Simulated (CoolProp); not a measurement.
R152A along the isotherm 226.85 °C: Z from the reference equation and from simpler models built on Tc = 113.3 °C, pc = 4.517 MPa, ω = 0.275; each cubic takes its own stable root.

Computed with CoolProp (reference Helmholtz-energy equation of state, Outcalt 1996). It is a modified Benedict-Webb-Rubin equation, recast in Helmholtz form.

| p (MPa) | phase | reference |
|---|---|---|
| 0.753 | gas | 0.9760 |
| 1.51 | gas | 0.9517 |
| 2.26 | gas | 0.9274 |
| 3.01 | gas | 0.9031 |
| 3.76 | gas | 0.8788 |
| 4.52 | supercritical | 0.8543 |
| 5.27 | supercritical | 0.8304 |
| 6.02 | supercritical | 0.8069 |
| 6.78 | supercritical | 0.7838 |
| 7.53 | supercritical | 0.7618 |
| 8.28 | supercritical | 0.7409 |
| 9.03 | supercritical | 0.7214 |
| 9.79 | supercritical | 0.7032 |
| 10.5 | supercritical | 0.6880 |
| 11.3 | supercritical | 0.6733 |

Problem. How far does each simpler model (van der Waals, Redlich-Kwong, Soave-Redlich-Kwong, Peng-Robinson) lie from the reference over these 15 states: mean and median of the absolute difference, and the worst?

Solution. 
- van der Waals: mean 5.4 %, median 5.5 %, worst -10.3 % at 226.85 °C and 9.03 MPa
- Redlich-Kwong: mean 2.0 %, median 2.2 %, worst -3.3 % at 226.85 °C and 8.28 MPa
- Soave-Redlich-Kwong: mean 4.7 %, median 3.8 %, worst +11.9 % at 226.85 °C and 11.3 MPa
- Peng-Robinson: mean 1.6 %, median 0.6 %, worst +5.9 % at 226.85 °C and 11.3 MPa
